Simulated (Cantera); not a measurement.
What does this Cantera script print?

```python
import numpy as np
import cantera as ct

gas_names = """
    C CH CH2 CH3 CH2OH CH3O CH4 CH3OH CO CO2 COOH C2 C2H CHCO,ketyl C2H2,acetylene C2H2,vinylidene
    CH2CO,ketene C2H3,vinyl CH3CO,acetyl C2H4 C2H4O,ethylen CH3CHO,ethanal CH3COOH (HCOOH)2 C2H5 C2H6
    CH3OCH3 C2H5OH C2O C3 C3H3,propargyl C3H4,allene C3H4,propyne C3H4,cyclo- C3H5,allyl C3H6,propylene
    C3H6,cyclo- C3H6O C3H7,n-propyl C3H7,i-propyl C3H8 C3H8O,1propanol C3H8O,2propanol C3O2 C4 C4H2
    C4H4,1,3-cyclo- C4H6,butadiene C4H6,2-butyne C4H6,cyclo- C4H8,1-butene C4H8,cis2-buten
    C4H8,tr2-butene C4H8,isobutene C4H8,cyclo- (CH3COOH)2 C4H9,n-butyl C4H9,i-butyl C4H9,s-butyl
    C4H9,t-butyl C4H10,isobutane C4H10,n-butane C5 C5H6,1,3cyclo- C5H8,cyclo- C5H10,1-pentene
    C5H10,cyclo- C5H11,pentyl C5H11,t-pentyl C5H12,n-pentane C5H12,i-pentane CH3C(CH3)2CH3 C6H2
    C6H5,phenyl C6H5O,phenoxy C6H6 C6H5OH,phenol C6H10,cyclo- C6H12,1-hexene C6H12,cyclo- C6H13,n-hexyl
    C7H7,benzyl C7H8 C7H8O,cresol C7H14,1-heptene C7H15,n-heptyl C7H16,n-heptane C8H8,styrene
    C8H10,ethylbenz C8H16,1-octene C8H17,n-octyl C8H18,isooctane C8H18,n-octane C9H19,n-nonyl
    C10H8,naphthale C10H21,n-decyl C12H9,o-bipheny C12H10,bipheny H HCO HO2 H2 HCHO,formaldehy HCOOH H2O
    H2O2 O OH O2 O3 Si SiC SiC2 SiC4H12 SiH SiH2 SiH3 SiH4 SiO SiO2 Si2 Si2C Si3
""".split()
cond_names = """
    C(gr) C6H6(L) C7H8(L) C8H18(L),n-octa H2O(s) H2O(L) Si(cr) Si(L) SiC(b) SiO2(Lqz) SiO2(hqz) SiO2(L)
""".split()


def load(file, names, dense=False):
    # The tables refer to 1 bar. Condensed volumes are neglected.
    table = {s.name: s for s in ct.Species.list_from_file(file)}
    out = []
    for n in names:
        d = dict(table[n].input_data)
        d["thermo"] = dict(d["thermo"], **{"reference-pressure": 1e5})
        if dense:
            d["equation-of-state"] = {"model": "constant-volume", "density": "1e6 g/cm^3"}
        out.append(ct.Species.from_dict(d))
    return out


gas = ct.Solution(thermo="ideal-gas", species=load("nasa_gas.yaml", gas_names))
cond = {s.name: ct.Solution(thermo="fixed-stoichiometry", species=[s], name=s.name)
        for s in load("nasa_condensed.yaml", cond_names, dense=True)}
atoms = {
    'HMDSO': {'Si': 2, 'C': 6, 'H': 18, 'O': 1},
    'O3': {'O': 3},
    'H2': {'H': 2},
}
top_T = {'C(gr)': 4500, 'SiC(b)': 3050}  # K; cautious upper limits of use, not melting points


def equilibrate(T, P, feed):
    n = {}
    for name, mol in feed.items():
        for a, k in atoms[name].items():
            n[a] = n.get(a, 0.0) + k * mol
    gas.TPX = T, P, n
    mass = sum(n.values()) * gas.mean_molecular_weight
    gas.equilibrate("TP")
    valid = [c for c in cond.values() if c.min_temp <= T <= top_T.get(c.name, c.max_temp)]
    mix = ct.Mixture([(gas, mass / gas.mean_molecular_weight)] + [(c, 0.0) for c in valid])
    mix.T, mix.P = T, P
    mix.equilibrate("TP", solver="vcs", rtol=1e-11, max_steps=5000)
    return mix


results = []
feed = {'HMDSO': 1, 'O3': 0.071, 'H2': 0.89}  # mol
P = 44  # Pa
for T in [998, 1098, 1198, 1298, 1398, 1498, 1598, 1698, 1798, 1898]:
    mix = equilibrate(T, P, feed)
    results.append((T, P, feed, dict(zip(mix.species_names, mix.species_moles))))

top = {s: max(r[3][s] / sum(r[3][g] for g in gas_names) for r in results) for s in gas_names}
cols = sorted((s for s in top if top[s] > 1e-06), key=lambda s: -top[s])[:8]
seen = [c for c in cond_names if any(r[3].get(c, 0) > 1e-12 for r in results)]
print("log10 of partial pressures in bar; condensed amounts in mol")
print(f"{'T/K':>10s}" + "".join(f"{s[:9]:>10s}" for s in cols + seen))
for T, P, feed, n in results:
    ng = sum(n[g] for g in gas_names)
    print(f"{T:10.4g}" + "".join(f"{np.log10(max(n[s] / ng * P / 1e5, 1e-99)):10.3f}" for s in cols)
          + "".join(f"{n.get(c, 0):10.4g}" for c in seen))
```

Output:

```
log10 of partial pressures in bar; condensed amounts in mol
       T/K        H2        CO         H        Si       SiO C2H2,acet       CH4      SiC2     C(gr)    SiC(b) SiO2(hqz)
       998    -3.357    -6.935   -10.346   -19.215   -11.028   -12.323    -7.724   -24.818     4.602     1.395    0.6052
      1098    -3.360    -5.488    -9.287   -16.734    -9.202   -11.255    -8.157   -21.556     4.496      1.43    0.5697
      1198    -3.407    -4.318    -8.424   -14.669    -7.717   -10.412    -8.608   -18.844     2.788         2         0
      1298    -3.407    -4.318    -7.673   -12.924    -7.452    -9.660    -8.912   -16.555     2.789     1.999         0
      1398    -3.407    -4.319    -7.028   -11.431    -7.226    -9.018    -9.173   -14.597      2.79     1.998         0
      1498    -3.407    -4.319    -6.468   -10.139    -7.031    -8.462    -9.400   -12.904     2.792     1.998         0
      1598    -3.408    -4.320    -5.978    -9.010    -6.861    -7.978    -9.599   -11.427     2.793     1.996         0
      1698    -3.410    -4.321    -5.545    -8.016    -6.712    -7.552    -9.777   -10.127     2.796     1.995         0
      1798    -3.414    -4.324    -5.160    -7.133    -6.582    -7.177    -9.939    -8.974     2.799     1.991         0
      1898    -3.424    -4.329    -4.819    -6.344    -6.469    -6.848   -10.095    -7.946     2.809     1.979         0
```

Equilibrium computed with Cantera from the NASA thermochemical tables; the gas is ideal and each condensed phase is pure. The feed counts by its element totals alone. Mutual solubility and eutectic melting of coexisting phases are not modelled.
